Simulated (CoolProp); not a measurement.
A single-stage vapour-compression cycle with the fluid: evaporating at 296.15 K (dew point), condensing at 348.15 K (bubble point), superheat 0 K, subcooling 8 K, compressor efficiency 0.9, no pressure losses. The same conditions are run with several fluids, on thermodynamics alone (safety and materials aside).

The numbers come from the reference Helmholtz-energy equation of state of each fluid (R124: de Vries 1995; R114: Platzer 1990; R22: Kamei 1995; n-hexane: Thol 2019; propane: Lemmon 2009; R236EA: Rui 2013) in CoolProp. The equations of Platzer and Polt are older, rougher fits.

| fluid | cooling COP | pressure ratio | discharge temperature (K) | refrigerating effect (kJ/kg) | volumetric capacity (kJ/m³) |
|---|---|---|---|---|---|
| R124 | 3.94 | 3.93 | 348.1 | 95.3 | 2120 |
| R114 | ___ | 4.14 | 348.1 | 83.5 | ___ |
| R22 | 3.78 | 3.36 | 371.2 | 125 | ___ |
| n-hexane | 4.34 | 6.65 | 348.2 | ___ | 173 |
| propane | 3.63 | 3.15 | 355.8 | 209 | 4090 |
| R236EA | ___ | 4.62 | 348.1 | 99.5 | 1270 |

Task: Complete the blanks.

Result: 
- R114, cooling COP: 4.02
- R114, volumetric capacity (kJ/m³): 1250
- R22, volumetric capacity (kJ/m³): 5230
- n-hexane, refrigerating effect (kJ/kg): 264
- R236EA, cooling COP: 3.98

The compression ends wet for: R124; R114; n-hexane; R236EA.
